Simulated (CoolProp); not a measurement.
Saturated liquid density (kg/m³) of R152A: the reference equation beside estimates from Tc = 113.3 °C, pc = 4517 kPa, ω = 0.275. Rackett uses Z = 0.29056 − 0.08775 ω.

Values from CoolProp's reference Helmholtz-energy equation of state, Outcalt 1996. It is a modified Benedict-Webb-Rubin equation, recast in Helmholtz form.

```tsv
T (°C)	reference	Rackett	van der Waals	Redlich-Kwong	Soave-Redlich-Kwong	Peng-Robinson
-35.05	1034	953.3	566.0	831.5	860.9	972.0
-21.05	1005	926.9	551.1	805.6	837.1	946.3
-7.15	975.0	899.4	535.3	777.8	811.3	918.2
6.85	943.4	870.3	518.4	747.7	782.6	886.7
20.75	910.1	839.6	500.2	715.2	751.1	851.9
34.75	874.0	806.5	480.4	679.6	715.7	812.3
48.65	834.8	770.7	458.7	640.5	676.1	767.5
62.65	790.5	730.6	434.3	596.4	630.3	715.2
76.55	739.4	684.7	406.2	546.2	577.0	653.4
90.55	675.6	627.9	371.8	485.4	510.7	575.8
104.45	583.1	546.1	324.2	403.4	419.4	467.9
```

Absolute difference from the reference over all 11 rows, mean and median: Rackett 7.5 and 7.7 %, van der Waals 45.0 and 45.1 %, Redlich-Kwong 23.4 and 22.2 %, Soave-Redlich-Kwong 19.7 and 18.1 %, Peng-Robinson 9.2 and 7.1 %.
